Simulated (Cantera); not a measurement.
Mixture: H2 : O2 : N2 = 1 : 0.962 : 3.62 (molar parts), at 1.70 bar, adiabatic and at constant volume. Ignition delay is the time to a rise of 400 K.

Model: GRI-Mech 3.0 (53 species, 325 reactions), integrated in Cantera. Below about 950 K walls govern HO2 and H2O2 in real vessels.

Problem. What does this change do: constant pressure in place of constant volume?

Solution. 
| quantity | before | after |
|---|---|---|
| delay at 948 K | 56.5 ms | 59.4 ms |
| delay at 1048 K | 0.136 ms | 0.140 ms |
| delay at 1148 K | 41.5 µs | 43.4 µs |
| delay at 1248 K | 22.6 µs | 24.1 µs |
| apparent activation energy between 1198 and 1298 K | 64 kJ/mol | 61 kJ/mol |
Where the delays flatten at high temperature, the 400 K rule measures the pace of heat release, not the induction time.
